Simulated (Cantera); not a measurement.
What does this Cantera script print?

```python
import numpy as np
import cantera as ct

gas = ct.Solution("h2o2.yaml")
gas.TPX = 723, 95000, {'H2': 1, 'O2': 0.575, 'N2': 2.16, 'H2O': 0.68}
flame = ct.FreeFlame(gas, width=0.041)
flame.set_refine_criteria(ratio=3, slope=0.08, curve=0.16)
flame.transport_model = "mixture-averaged"
flame.solve(loglevel=0, auto=True)
z, T = flame.grid, flame.T
thick = (T[-1] - T[0]) / np.gradient(T, z).max()
show = ['H2', 'O2', 'H2O', 'H2O2', 'O', 'OH']
print(f"laminar burning velocity  {flame.velocity[0] * 100:.3f} cm/s")
print(f"burnt temperature         {T[-1]:.1f} K")
print(f"thermal thickness         {thick * 1e3:.4f} mm")
print(f"grid points               {len(z)}")
z0 = z[flame.heat_release_rate.argmax()]
print(f"{'z/mm':>9s}{'T/K':>9s}{'u/(m/s)':>9s}" + "".join(f"{s:>11s}" for s in show))
rows = []
for k in (-3, -2, -1.5, -1, -0.5, -0.25, 0, 0.25, 0.5, 1, 2, 4, 8):
    zz = z0 + k * thick
    rows.append([k * thick, np.interp(zz, z, T), np.interp(zz, z, flame.velocity),
                 *(np.interp(zz, z, flame.X[gas.species_index(s)]) for s in show)])
    print(f"{rows[-1][0] * 1e3:9.3f}{rows[-1][1]:9.1f}{rows[-1][2]:9.3f}" + "".join(f"{x:11.3e}" for x in rows[-1][3:]))
```

It prints:

```
laminar burning velocity  727.045 cm/s
burnt temperature         2235.9 K
thermal thickness         0.4938 mm
grid points               123
     z/mm      T/K  u/(m/s)         H2         O2        H2O       H2O2          O         OH
   -1.481    723.0    7.270  2.265e-01  1.302e-01  1.540e-01  2.901e-13  1.097e-15  8.365e-17
   -0.988    723.0    7.270  2.265e-01  1.302e-01  1.540e-01  5.898e-12  1.430e-12  1.119e-13
   -0.741    723.0    7.270  2.265e-01  1.302e-01  1.540e-01  6.514e-11  3.857e-11  3.208e-12
   -0.494    723.1    7.269  2.263e-01  1.303e-01  1.541e-01  5.245e-09  7.349e-09  1.019e-09
   -0.247    736.1    7.356  2.206e-01  1.306e-01  1.560e-01  3.934e-06  8.113e-06  2.864e-05
   -0.123    890.8    8.717  1.919e-01  1.262e-01  1.752e-01  1.608e-05  2.878e-04  6.218e-04
    0.000   1248.1   11.876  1.172e-01  9.596e-02  2.457e-01  7.912e-06  3.504e-03  3.139e-03
    0.123   1515.9   14.247  5.558e-02  5.534e-02  3.191e-01  4.494e-06  7.652e-03  8.988e-03
    0.247   1653.7   15.439  3.883e-02  4.118e-02  3.445e-01  2.746e-06  8.283e-03  1.253e-02
    0.494   1795.7   16.618  3.263e-02  3.499e-02  3.598e-01  1.461e-06  6.928e-03  1.442e-02
    0.988   1930.1   17.693  2.692e-02  3.070e-02  3.743e-01  8.225e-07  4.927e-03  1.462e-02
    1.975   2044.5   18.579  2.010e-02  2.692e-02  3.887e-01  5.235e-07  3.140e-03  1.346e-02
    3.951   2133.0   19.248  1.346e-02  2.390e-02  4.013e-01  3.622e-07  1.822e-03  1.135e-02
```

Detailed kinetics in Cantera: the H2/O2 subset of GRI-Mech 3.0, which has no nitrogen chemistry. Burning velocities carry a grid error of a few per cent, more on coarse grids.
